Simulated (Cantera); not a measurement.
**Thermodynamics of oxide etching and cleaning by halides, feed CaO + Cl2 + H2**

Feed: 1 mol CaO, a varied amount of Cl2, 0.23 mol H2, held at 1548 K and 2.50 Pa.

Equilibrium computed with Cantera from the NASA thermochemical tables; the gas is ideal and each condensed phase is pure. Candidate condensed phases: Ca, CaCl2, CaO, Ca(OH)2, H2O; 21 gas species. The numbers say what is thermodynamically allowed, not how fast it happens.

```
n(Cl2) (mol)  log p Cl  log p CaCl2  log p O2  log p HCl  log p Cl2  log p O  log p H2O
------------  --------  -----------  --------  ---------  ---------  -------  ---------
2.6              -4.84        -5.27     -5.58      -5.61      -7.48    -7.91      -8.11
3.4              -4.77        -5.40     -5.70      -5.74      -7.34    -7.97      -8.57
4.4              -4.72        -5.52     -5.82      -5.86      -7.25    -8.03      -8.95
5.7              -4.69        -5.64     -5.94      -5.98      -7.18    -8.09      -9.31
7.4              -4.67        -5.76     -6.06      -6.09      -7.14    -8.15      -9.65
9.7              -4.65        -5.88     -6.18      -6.21      -7.11    -8.21      -9.98
13               -4.64        -6.01     -6.31      -6.34      -7.08    -8.27     -10.33
16               -4.63        -6.10     -6.40      -6.44      -7.07    -8.32     -10.58
```
log p: log10 of the partial pressure in bar; nothing condenses.

From 2.6 mol Cl2 to 16 mol Cl2 nothing is condensed. The main Ca-bearing gas is CaCl2 throughout.
